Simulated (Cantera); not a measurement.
Cantera run:

```python
import numpy as np
import cantera as ct

gas_names = """
    H HO2 H2 H2O H2O2 O OH O2 O3 Si SiH SiH2 SiH3 SiH4 SiO SiO2 Si2 Si3
""".split()
cond_names = """
    H2O(s) H2O(L) Si(cr) Si(L) SiO2(Lqz) SiO2(hqz) SiO2(L)
""".split()


# ... load() reads the species with a 1 bar reference pressure and builds the phases ...
atoms = {
    'Si': {'Si': 1},
    'O2': {'O': 2},
    'H2': {'H': 2},
}
top_T = {}  # K; cautious upper limits of use, not melting points


# ... equilibrate(T, P, feed) seeds the gas with the atoms and calls Mixture.equilibrate('TP', solver="vcs", rtol=1e-11, max_steps=5000) ...
results = []
feed = {'Si': 1, 'O2': 0.0076, 'H2': 630}  # mol
P = 1600  # Pa
for T in [973, 1123, 1273, 1423, 1573, 1723, 1873, 2023, 2173]:
    mix = equilibrate(T, P, feed)
    results.append((T, P, feed, dict(zip(mix.species_names, mix.species_moles))))

top = {s: max(r[3][s] / sum(r[3][g] for g in gas_names) for r in results) for s in gas_names}
cols = sorted((s for s in top if top[s] > 1e-06), key=lambda s: -top[s])[:7]
seen = [c for c in cond_names if any(r[3].get(c, 0) > 1e-12 for r in results)]
print("log10 of partial pressures in bar; condensed amounts in mol")
print(f"{'T/K':>10s}" + "".join(f"{s[:9]:>10s}" for s in cols + seen))
for T, P, feed, n in results:
    ng = sum(n[g] for g in gas_names)
    print(f"{T:10.4g}" + "".join(f"{np.log10(max(n[s] / ng * P / 1e5, 1e-99)):10.3f}" for s in cols)
          + "".join(f"{n.get(c, 0):10.4g}" for c in seen))
```

Output:

```
log10 of partial pressures in bar; condensed amounts in mol
       T/K        H2         H        Si       SiH      SiH2       SiO       Si2    Si(cr)     Si(L) SiO2(hqz)
       973    -1.796    -9.864   -16.400   -15.345   -12.174    -9.787   -21.842    0.9924         0  0.007597
      1123    -1.796    -8.269   -13.191   -12.684   -10.442    -7.301   -17.659    0.9914         0  0.006611
      1273    -1.796    -7.045   -10.744   -10.657    -9.118    -6.414   -14.470    0.9848         0         0
      1423    -1.796    -6.076    -8.816    -9.062    -8.075    -6.413   -11.961    0.9844         0         0
      1573    -1.796    -5.289    -7.260    -7.776    -7.231    -6.413    -9.938    0.9796         0         0
      1723    -1.797    -4.637    -6.007    -6.748    -6.567    -6.414    -8.332         0    0.9278         0
      1873    -1.798    -4.089    -5.055    -5.984    -6.108    -6.415    -7.182         0    0.5577         0
      2023    -1.803    -3.623    -4.656    -5.750    -6.132    -6.417    -7.028         0         0         0
      2173    -1.813    -3.223    -4.642    -5.879    -6.488    -6.422    -7.554         0         0         0
```

These are equilibrium values from Cantera (NASA tables, ideal gas, pure condensed phases), not measurements of a reactor. Mutual solubility and eutectic melting of coexisting phases are not modelled. Gases not in the tables: Si2H6 and higher silanes.
